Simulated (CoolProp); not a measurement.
Properties of ammonia at several states.

Values from CoolProp's reference Helmholtz-energy equation of state, Gao 2020.

```csv
T (K),p (bar),phase,density (kg/m³),cv (kJ/(kg K)),isothermal compressibility (1/MPa),conductivity (mW/(m K)),fugacity coefficient
657.9,16.9,gas,5.306,2.275,0.5967,76.2,0.9917
389.3,0.581,gas,0.3064,1.767,17.25,35.6,0.9978
641,0.13,gas,0.04154,2.231,76.93,73.6,0.9999
641,4.88,gas,1.564,2.236,2.055,73.8,0.9973
287.9,3.16,gas,2.340,1.767,3.299,24.3,0.9625
```

Thermal conductivity comes from a separate model (Tufeu 1984).
